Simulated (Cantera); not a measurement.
Charge: 1 mol Si, 0.1 mol O₂, 99 mol H₂, at 10.0 mbar.

Equilibrium computed with Cantera from the NASA thermochemical tables; the gas is ideal and each condensed phase is pure. Candidate condensed phases: H₂O, Si, SiO₂; 18 gas species. Gases not in the tables: Si₂H₆ and higher silanes. Rates play no part. All values below are at 1627 °C.

Base state: H₂ 0.989, H 0.00789, SiO 0.00201, Si 0.00126, SiH 0.000109, SiH₂ 5.77e-5, Si₂ 1.01e-5 (mole fractions); condensed: Si(l).

### Question
What changes in the equilibrium state with this change: O₂ from 0.1 to 0.43 mol?

### Answer
| species | before | after |
|---|---|---|
| H₂ | 0.989 | 0.982 |
| SiO | 0.00201 | 0.00857 |
| H | 0.00789 | 0.00786 |
| Si | 0.00126 | 0.00121 |
| Si₂ | 1.01e-5 | 9.34e-6 |
| SiH₂ | 5.77e-5 | 5.50e-5 |
| SiH | 0.000109 | 0.000104 |
| Si(l), mol | 0.655 | 0 |
